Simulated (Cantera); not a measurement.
An isothermal, constant-pressure homogeneous reactor starts with 29.4 % C2H6, 70.6 % N2, at 1375 K and 233 Torr.

Model: GRI-Mech 3.0 (53 species, 325 reactions), integrated in Cantera. GRI-Mech 3.0 stops at C3 and has no aromatics, soot or wall deposition, so with more carbon than oxygen in the feed, carbon stays in small species such as C2H2 where larger ones or solid carbon would form.

One state of this run: x C2H6 = 0.000234; x CH3 = 3.18e-5; x C2H4 = 0.100; x CH4 = 0.0624; x C2H = 1.76e-9; x CH2 = 5.77e-10; x H2 = 0.236. x: mole fraction; the columns are a selection and need not sum to one.

### Question
Which value of t (s) does it belong to?
(A) 0.0279
(B) 2.00
(C) 0.000166
(D) 0.00505

### Answer
A, 0.0279
